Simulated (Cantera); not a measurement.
Standard-state values (1 bar) from the NASA 1993 polynomials, evaluated with Cantera. Values are per mole of reaction as written; species without (g) are pure solids or liquids, kept so even where they would boil at 1 bar.

Ta2O5 + CO(g) ⇌ CO2(g) + 2 TaO2(g), with ΔH° = 1361.3 kJ and ΔS° = 433.2 J/K at 300 K.

### Question
How far is the shortcut ΔG° ≈ ΔH°(300 K) − T·ΔS°(300 K) from the full temperature-dependent value at 600, 800, 1000, 1200, 1400, 1600, 1800, 2000, 2200 K?

### Answer
| T (K) | shortcut (kJ) | full (kJ) | difference (kJ) | difference in log10 K | condensed phases |
|---|---|---|---|---|---|
| 600 | 1101.3 | 1106.0 | -4.6 | 0.40 | Ta2O5(s) |
| 800 | 1014.7 | 1026.3 | -11.6 | 0.76 | Ta2O5(s) |
| 1000 | 928.0 | 948.9 | -20.9 | 1.09 | Ta2O5(s) |
| 1200 | 841.4 | 873.6 | -32.2 | 1.40 | Ta2O5(s) |
| 1400 | 754.7 | 800.0 | -45.2 | 1.69 | Ta2O5(s) |
| 1600 | 668.1 | 727.9 | -59.9 | 1.95 | Ta2O5(s) |
| 1800 | 581.4 | 657.3 | -75.9 | 2.20 | Ta2O5(s) |
| 2000 | 494.8 | 587.9 | -93.1 | 2.43 | Ta2O5(s) |
| 2200 | 408.1 | 528.2 | -120.1 | 2.85 | Ta2O5(l) |
The shortcut ignores heat capacities and the phase changes listed.
